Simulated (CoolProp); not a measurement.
Values from CoolProp's reference Helmholtz-energy equation of state, Lemmon 2006. It is a short technical equation, of lower accuracy than the large ones.

Question: For C2F6 (R116), give the phase and the cp (kJ/(kg K)), Prandtl number at -27.85 °C and 0.0121 MPa; 47.65 °C and 3.04 MPa; 112.85 °C and 1.03 MPa.

Answer: 
- -27.85 °C and 0.0121 MPa: gas; cp 0.683, Prandtl number 0.736
- 47.65 °C and 3.04 MPa: gas; cp 1.08, Prandtl number 1.00
- 112.85 °C and 1.03 MPa: gas; cp 0.916, Prandtl number 0.778

Viscosity comes from a separate model (Huber 2003), an estimate that may be off by 10 % or more. Thermal conductivity comes from a separate model (Huber 2003), an estimate that may be off by 10 % or more.
